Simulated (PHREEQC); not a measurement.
Dissolve 150 mmol/kgw ZnSO4, 1.1 mmol/kgw CaCl2, 13 mmol/kgw H2SO4 and 150 mmol/kgw NaCl at 40 °C. Closed to the air; pH follows from the charge balance.

Computed with PHREEQC (ion-association model, phreeqc.dat).

Each row changes one thing in this solution. Precipitation was switched off in this run.

```csv
case,pH,ionic strength (mol/kgw),Cl- (mol/kgw),Zn+2 (mol/kgw),SO4-2 (mol/kgw),ZnSO4 (mol/kgw),SI of Gypsum (CaSO4:2H2O)
as made,2.14,0.467,0.139,0.0761,0.0589,0.0457,-1.09
diluted 5-fold with water,2.64,0.105,0.0295,0.0179,0.0168,0.00990,-1.87
0.13 mol/kgw NaBr added,2.12,0.611,0.139,0.0831,0.0618,0.0411,-1.12
CaCl2 from 0.0011 to 0.0022 mol/kgw,2.14,0.469,…,0.0762,0.0589,…,-0.79
temperature from 40 to 80 °C,…,0.439,0.118,0.0630,0.0622,0.0426,-1.02
NaCl left out,2.15,0.306,0.00201,0.0746,0.0513,0.0558,-1.06
NaCl from 0.15 to 0.015 mol/kgw,2.15,0.323,0.0157,0.0749,0.0522,0.0546,-1.06
H2SO4 replaced by CaSO4 at the same molality,5.27,0.480,0.140,0.0733,0.0646,0.0471,+0.06
```

**Question.** Complete the blanks.

**Answer.** 
- CaCl2 from 0.0011 to 0.0022 mol/kgw, Cl- (mol/kgw): 0.141
- CaCl2 from 0.0011 to 0.0022 mol/kgw, ZnSO4 (mol/kgw): 0.0455
- temperature from 40 to 80 °C, pH: 2.48

Species that the database lacks are ignored. Some of these states are supersaturated (in Gypsum, for instance). At this temperature some constants are extrapolated from 25 °C, and those without enthalpy data are left unchanged.
